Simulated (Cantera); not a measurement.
Transport properties of process gases

Gas mixture: C2H6 : C2H2 : CH4 = 0.74 : 0.64 : 0.84 (molar parts), at 9.87 atm, frozen composition.

Cantera's kinetic-theory transport with the Lennard-Jones parameters of GRI-Mech 3.0, ideal gas; thermal conductivity in the mixture-averaged form. The composition is frozen, though it would react at the higher temperatures.

| T (K) | ρ (kg/m³) | cp (J/kg/K) | μ (µPa s) | λ (mW/m/K) | Pr | D (cm²/s) H2O | D (cm²/s) CH4 | D (cm²/s) O |
|---|---|---|---|---|---|---|---|---|
| 400 | 7.10 | 2184 | 13.4 | 40.7 | 0.718 | 0.0320 | 0.0286 | 0.0455 |
| 600 | 4.73 | 2818 | 18.6 | 71.9 | 0.729 | 0.0698 | 0.0591 | 0.0919 |
| 800 | 3.55 | 3326 | 23.0 | 104 | 0.734 | 0.119 | 0.0974 | 0.150 |
| 1000 | 2.84 | 3743 | 27.0 | 137 | 0.739 | 0.178 | 0.143 | 0.218 |
| 1200 | 2.37 | 4070 | 30.6 | 168 | 0.741 | 0.245 | 0.194 | 0.296 |
| 1400 | 2.03 | 4330 | 34.0 | 198 | 0.742 | 0.320 | 0.251 | 0.383 |
| 1600 | 1.77 | 4537 | 37.1 | 227 | 0.741 | 0.403 | 0.314 | 0.478 |
| 1800 | 1.58 | 4701 | 40.1 | 255 | 0.740 | 0.493 | 0.383 | 0.581 |
| 2000 | 1.42 | 4832 | 43.0 | 281 | 0.739 | 0.589 | 0.456 | 0.692 |
D: mixture-averaged diffusion coefficient of that species in the mixture.
